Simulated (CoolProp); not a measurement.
Vapour pressure (bar) of tetrahydrofuran: the reference equation beside estimates from Tc = 267.0 °C, pc = 53.04 bar, ω = 0.234. Clausius-Clapeyron is anchored at 172.75 °C with a constant enthalpy of vaporisation of 22.86 kJ/mol.

Model: reference Helmholtz-energy equation of state, Fiedler 2023, in CoolProp.

```tsv
T (°C)	reference	Lee-Kesler	Clausius-Clapeyron	van der Waals	Redlich-Kwong
147.45	8.016	8.120	8.893	17.92	10.72
151.05	8.608	8.724	9.401	18.65	___
154.65	9.231	9.361	9.928	___	12.13
158.25	9.887	10.03	10.47	20.17	12.88
161.85	10.58	10.74	11.04	20.96	13.67
165.45	11.30	11.48	11.63	21.77	14.48
169.15	12.09	12.28	12.26	22.62	15.35
172.75	12.89	13.09	12.89	23.47	16.23
176.35	13.73	13.95	13.54	24.33	17.15
179.95	14.60	14.84	14.21	25.22	18.09
183.55	15.52	15.78	14.91	26.13	19.08
187.15	16.49	16.76	15.63	27.05	20.10
190.75	___	17.79	16.37	28.00	21.16
194.35	18.55	18.86	17.13	28.97	22.25
197.95	19.65	19.97	17.92	29.96	23.38
```

Complete the blanks.


- 151.05, Redlich-Kwong: 11.41
- 154.65, van der Waals: 19.40
- 190.75, reference: 17.49

Absolute difference from the reference over all 15 rows, mean and median: Lee-Kesler 1.6 and 1.6 %, Clausius-Clapeyron 5.2 and 5.2 %, van der Waals 84.4 and 82.1 %, Redlich-Kwong 26.1 and 25.9 %.
